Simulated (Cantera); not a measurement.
A Cantera script and its output.

```python
import numpy as np
import cantera as ct

gas = ct.Solution("gri30.yaml")
gas.TPX = 425, 260000, {'CH4': 1, 'O2': 2.67, 'N2': 21.9}
inlet = ct.Reservoir(gas, clone=True)
gas.equilibrate("HP")  # start burning
reactor = ct.IdealGasConstPressureReactor(gas, energy="on", clone=False)
exhaust = ct.Reservoir(gas, clone=True)
tau = [0.15, 0.077, 0.041, 0.021, 0.011, 0.0059, 0.0031, 0.0016, 0.00086, 0.00045, 0.00024, 0.00013, 6.6e-05][0]
for a, b in ((inlet, reactor), (reactor, exhaust)):
    ct.MassFlowController(a, b, mdot=lambda t: reactor.mass / tau)
net = ct.ReactorNet([reactor])
show = ['CH4', 'O2', 'C2H4', 'H', 'HCN', 'OH', 'C2H6']

rows = []
print(f"{'tau/s':>10s}{'T/K':>9s}" + "".join(f"{s:>11s}" for s in show))
for tau in [0.15, 0.077, 0.041, 0.021, 0.011, 0.0059, 0.0031, 0.0016, 0.00086, 0.00045, 0.00024, 0.00013, 6.6e-05]:
    net.initial_time = 0.0
    net.advance(30 * tau)
    before = gas.X
    net.advance(40 * tau)
    drift = np.max(np.abs(gas.X - before) / (gas.X + 1e-9))
    rows.append([gas.T, *gas[show].X, drift])
    print(f"{tau:10.3e}{gas.T:9.1f}" + "".join(f"{x:11.3e}" for x in gas[show].X))
```

Output:

```
     tau/s      T/K        CH4         O2       C2H4          H        HCN         OH       C2H6
 1.500e-01   1357.7  4.933e-05  2.653e-02  3.832e-07  2.108e-06  3.123e-09  7.276e-05  1.046e-07
 7.700e-02   1354.0  8.282e-05  2.677e-02  7.423e-07  3.953e-06  3.976e-09  8.195e-05  2.189e-07
 4.100e-02   1347.6  1.420e-04  2.720e-02  1.451e-06  7.005e-06  5.007e-09  8.726e-05  4.743e-07
 2.100e-02   1331.4  2.987e-04  2.831e-02  3.877e-06  1.209e-05  6.230e-09  7.858e-05  1.494e-06
 1.100e-02    425.0  3.911e-02  1.044e-01  6.607e-18 -1.634e-34  1.753e-22  4.410e-31  5.119e-18
 5.900e-03    425.0  3.911e-02  1.044e-01  3.747e-21 -1.035e-36  9.944e-26  7.944e-33  2.903e-21
 3.100e-03    425.0  3.911e-02  1.044e-01  2.367e-22  1.255e-37  6.281e-27  4.419e-33  1.834e-22
 1.600e-03    425.0  3.911e-02  1.044e-01  1.495e-23 -3.506e-39  3.968e-28  2.288e-33  1.158e-23
 8.600e-04    425.0  3.911e-02  1.044e-01  9.444e-25  6.102e-40  2.506e-29  1.211e-33  7.317e-25
 4.500e-04    425.0  3.911e-02  1.044e-01  5.965e-26 -1.047e-42  1.583e-30  6.346e-34  4.622e-26
 2.400e-04    425.0  3.911e-02  1.044e-01  3.768e-27  3.863e-42  1.000e-31  3.326e-34  2.920e-27
 1.300e-04    425.0  3.911e-02  1.044e-01  2.380e-28  3.150e-43  6.316e-33  1.749e-34  1.844e-28
 6.600e-05    425.0  3.911e-02  1.044e-01  1.504e-29  1.213e-43  3.990e-34  8.473e-35  1.165e-29
```

Model: GRI-Mech 3.0 (53 species, 325 reactions), integrated in Cantera.
